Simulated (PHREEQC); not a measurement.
A made-up water analysis in mg/kgw, 80 °C, pH 6.82: Na 8550; K 293; Ca 123; Mg 506; Cl 9310; S(6) as SO4 8650; Alkalinity as HCO3 125.

Cl is adjusted to close the charge balance.
Valence states are taken as typed.

All values are PHREEQC results (Pitzer model, pitzer.dat), not measurements.

* **ionic strength**: 0.541 mol/kgw
* **activity of water**: 0.989
* **specific conductance**: 84100 µS/cm
* **density**: 0.992 g/cm³
* **osmotic coefficient**: 0.842

| species | molality | activity | log γ |
|---|---|---|---|
| Na+ | 0.372 | 0.240 | -0.190 |
| Cl- | 0.245 | 0.154 | -0.202 |
| SO4-2 | 0.0900 | 0.00973 | -0.966 |
| Mg+2 | 0.0208 | 0.00278 | -0.874 |
| K+ | 0.00749 | 0.00461 | -0.211 |
| Ca+2 | 0.00307 | 0.000338 | -0.958 |
| HCO3- | 0.00203 | 0.00117 | -0.238 |
| CO2 | 0.000351 | 0.000382 | 0.036 |
| CO3-2 | 4.90e-6 | 5.66e-7 | -0.938 |
| MgCO3 | 3.09e-6 | 3.09e-6 | 0.000 |
| OH- | 2.92e-6 | 1.68e-6 | -0.239 |
| MgOH+ | 2.38e-6 | 1.62e-6 | -0.166 |
| HSO4- | 1.19e-6 | 7.33e-7 | -0.212 |
| H+ | 2.45e-7 | 1.51e-7 | -0.209 |

Precipitation was switched off in this run. Constants without temperature data keep their 25 °C values here.
